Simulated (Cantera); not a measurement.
Stirred combustor or abatement burner

A perfectly stirred reactor is fed with 7.29 % CH4, 16.5 % O2, 62.3 % N2, 13.8 % H2O, equivalence ratio 0.88, at 10.0 bar; it is adiabatic with a 700 K inlet, and is followed from long to short residence time, starting on the burning branch (τ in s: 0.082, 0.033, 0.013, 0.0055, 0.0022, 0.0009, 0.00037, 0.00015, 6e-05).

Detailed kinetics in Cantera: GRI-Mech 3.0 (53 species, 325 reactions).

| τ (s) | T (K) | x CH4 | x O2 | x H2O | x CH2 | x HO2 | x NO |
|---|---|---|---|---|---|---|---|
| 0.082 | 2162 | 9.67e-7 | 0.0192 | 0.282 | 1.57e-8 | 2.62e-6 | 0.00112 |
| 0.033 | 2162 | 2.34e-6 | 0.0195 | 0.282 | 3.89e-8 | 2.72e-6 | 0.000612 |
| 0.013 | 2161 | 5.71e-6 | 0.0197 | 0.282 | 9.75e-8 | 2.90e-6 | 0.000309 |
| 0.0055 | 2158 | 1.26e-5 | 0.0200 | 0.282 | 2.24e-7 | 3.26e-6 | 0.000173 |
| 0.0022 | 2152 | 2.76e-5 | 0.0204 | 0.281 | 5.28e-7 | 4.10e-6 | 0.000107 |
| 0.00090 | 2139 | 5.63e-5 | 0.0211 | 0.280 | 1.17e-6 | 5.87e-6 | 7.81e-5 |
| 0.00037 | 2118 | 0.000112 | 0.0224 | 0.278 | 2.46e-6 | 9.48e-6 | 6.27e-5 |
| 0.00015 | 2084 | 0.000232 | 0.0248 | 0.276 | 5.04e-6 | 1.69e-5 | 5.01e-5 |
| 6.0e-5 | 2024 | 0.000564 | 0.0293 | 0.272 | 1.01e-5 | 3.40e-5 | 3.40e-5 |
x: mole fraction; the columns are a selection and need not sum to one.
